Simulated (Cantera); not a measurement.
Input: 1 mol TEOS, a varied amount of H₂O, held at 1248.15 K and 51.0 mbar.

Cantera equilibrium calculation (NASA polynomials, part measured and part estimated; ideal gas, pure solids and liquids). Candidate condensed phases: C, C₆H₆, C₇H₈, C₈H₁₈, H₂O, Si, SiC, SiO₂; 123 gas species. The feed counts by its element totals alone. The tables hold silica as quartz up to 1696 K and as liquid above; real silica turns to tridymite and cristobalite and melts near 1996 K. The numbers say what is thermodynamically allowed, not how fast it happens.

log p: log10 of the partial pressure in bar; n: condensed amount in mol.

```tsv
n(H₂O) (mol)	log p H₂	log p CO	log p H₂O	log p CO₂	log p CH₄	n C(graphite)	n SiO₂(β-quartz)
2.8	-1.43	-1.86	-5.10	-5.72	-4.82	3.20	1.00
3.2	-1.44	-1.84	-5.09	-5.69	-4.83	2.80	1.00
3.7	-1.44	-1.82	-5.08	-5.66	-4.84	2.30	1.00
4.3	-1.45	-1.81	-5.07	-5.62	-4.86	1.70	1.00
5	-1.46	-1.79	-5.06	-5.59	-4.87	0.999	1.00
5.8	-1.47	-1.77	-5.05	-5.55	-4.89	0.199	1.00
6.7	-1.48	-1.79	(withheld)	(withheld)	(withheld)	0	1.00
7.8	-1.49	-1.82	(withheld)	(withheld)	(withheld)	0	1.00
9.1	-1.50	-1.86	-2.34	-2.89	-7.80	0	1.00
10	-1.51	-1.89	-2.24	-2.81	-7.95	0	1.00
12	-1.53	-1.94	-2.09	-2.69	-8.22	0	1.00
```

Q: What belongs in the gaps?

A: 
- 6.7, log p H₂O: -2.96
- 6.7, log p CO₂: -3.46
- 6.7, log p CH₄: -7.03
- 7.8, log p H₂O: -2.56
- 7.8, log p CO₂: -3.09
- 7.8, log p CH₄: -7.50
